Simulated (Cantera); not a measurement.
A closed system holds: 1 mol CS2, 0.12 mol H2, at 2602 °C and 0.00133 bar.

Equilibrium computed with Cantera from the NASA thermochemical tables; the gas is ideal and each condensed phase is pure. Candidate condensed phases: C, C6H6, C7H8, C8H18, S; 83 gas species. Kinetics and transport are ignored.

Base state: CS 0.450, S 0.433, H 0.105, S2 0.00838, H2 0.00131, CS2 0.00109, SH 0.000907, C 0.000424 (mole fractions); condensed: gas only.

### Question
What changes in the equilibrium state with this change: H2 from 0.12 to 0.5 mol?

### Answer
| species | before | after |
|---|---|---|
| CS | 0.450 | 0.339 |
| S | 0.433 | 0.328 |
| H | 0.105 | 0.314 |
| H2 | 0.00131 | 0.0117 |
| SH | 0.000907 | 0.00206 |
| CS2 | 0.00109 | 0.000620 |
| S2 | 0.00838 | 0.00480 |
| C | 0.000424 | 0.000421 |
